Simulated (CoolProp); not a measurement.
A simple Rankine cycle with R134a: condensing at 302.15 K, boiler at 2.44 MPa, turbine inlet 354.6 K, turbine efficiency 0.9, pump efficiency 0.6, no recuperator. Each further row changes one setting.

Values from CoolProp's reference Helmholtz-energy equation of state, Tillner-Roth 1994.

```tsv
case	thermal efficiency (%)	net work (kJ/kg)	heat in (kJ/kg)	turbine exit temperature (K)	volume ratio over the turbine
as stated	9.7	18.9	195	…	3.60
turbine inlet 374.6 K	10.1	…	223	…	…
condensing temperature 294.15 K	11.2	…	206	295.8	4.57
boiler pressure 1.71 MPa	7.4	15.7	211	323.3	…
turbine efficiency 0.8	8.5	16.5	195	306.3	3.65
```

Q: What belongs in the gaps?

A: 
- as stated, turbine exit temperature (K): 304.0
- turbine inlet 374.6 K, net work (kJ/kg): 22.4
- turbine inlet 374.6 K, turbine exit temperature (K): 328.1
- turbine inlet 374.6 K, volume ratio over the turbine: 3.39
- condensing temperature 294.15 K, net work (kJ/kg): 23.1
- boiler pressure 1.71 MPa, volume ratio over the turbine: 2.33
